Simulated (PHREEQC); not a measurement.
A solution holds 16 mmol/kgw NaH2PO4 and 0.00067 mmol/kgw H4SiO4, at 25 °C. Closed to the air; pH follows from the charge balance.

All values are PHREEQC results (ion-association model, phreeqc.dat), not measurements.

This is a speciation only: nothing precipitates in the calculation.

Q: Estimate the pH, ionic strength, specific conductance.

A: pH 4.67; ionic strength 0.0161 mol/kgw; specific conductance 1210 µS/cm.
